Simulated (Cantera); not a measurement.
A closed system holds: 1 mol B2H6, 1.3 mol O2, 25 mol H2.

These are equilibrium values from Cantera (NASA tables, ideal gas, pure condensed phases), not measurements of a reactor. Candidate condensed phases: B, B2O3, B3O3H3, H2O; 23 gas species. The feed counts by its element totals alone. Mutual solubility and eutectic melting of coexisting phases are not modelled. Kinetics and transport are ignored.

Stable condensed phases, one row left out:

```
T in K \ P in Pa
             10     25     63    160    400   1000   2500   6300  16000  40000 100000
   1798       A      A      A      A      A      A      A      A      A      B      B
   1748       A      A      A      A      A      A      A      A      B      B      B
   1698       A      A      A      A      A      A      A      A      B      B      B
   1648       A      A      A      A      A      A      A      B      B      B      B
   1598       A      A      A      A      A      A      B      B      B      B      B
   1548       A      A      A      A      A      B      B      B      C      C      C
   1448       A      A      B      B      B      B      C      C      C      C      C
   1398       A      B      B      B      C      C      C      C      C      C      C
   1348       B      B      B      C      C      C      C      C      C      C      C
   1298       B      C      C      C      C      C      C      C      C      C      C
```

A: gas only; B: B2O3; C: B + B2O3.

Question: Give the row for 1498 K.

Answer: 10: gas only; 25: gas only; 63: gas only; 160: B2O3; 400: B2O3; 1000: B2O3; 2500: B2O3; 6300: B + B2O3; 16000: B + B2O3; 40000: B + B2O3; 100000: B + B2O3.
